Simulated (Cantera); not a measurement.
Formation from one mole of N₂

Standard-state values (1 bar) from the NASA 1993 polynomials, evaluated with Cantera. Values are per mole of reaction as written; species without (g) are pure solids or liquids, kept so even where they would boil at 1 bar.

3 H₂(g) + N₂(g) ⇌ 2 NH₃(g)

```tsv
T (K)	ΔH° (kJ)	ΔS° (J/K)	ΔG° (kJ)	log10 K
848	-108.2	-231.9	88.4	-5.45
898	-109.0	-232.8	100.0	-5.82
948	-109.7	-233.5	111.7	-6.15
998	-110.3	-234.1	123.4	-6.46
1048	-110.8	-234.6	135.1	-6.73
1098	-111.2	-235.0	146.9	-6.99
1148	-111.6	-235.4	158.6	-7.22
1198	-111.9	-235.6	170.4	-7.43
1248	-112.2	-235.8	182.2	-7.62
1298	-112.4	-236.0	194.0	-7.81
1348	-112.5	-236.1	205.8	-7.97
```

4 Cr + N₂(g) ⇌ 2 Cr₂N

```csv
T (K),ΔH° (kJ),ΔS° (J/K),ΔG° (kJ),log10 K
848,-241.4,-138.7,-123.8,7.63
898,-240.3,-137.4,-116.9,6.80
948,-239.3,-136.3,-110.1,6.06
998,-238.2,-135.2,-103.3,5.40
1048,-237.2,-134.2,-96.5,4.81
1098,-236.2,-133.3,-89.8,4.27
1148,-235.2,-132.4,-83.2,3.79
1198,-234.3,-131.6,-76.6,3.34
1248,-233.5,-130.9,-70.0,2.93
1298,-232.7,-130.3,-63.5,2.56
1348,-231.9,-129.8,-57.0,2.21
```
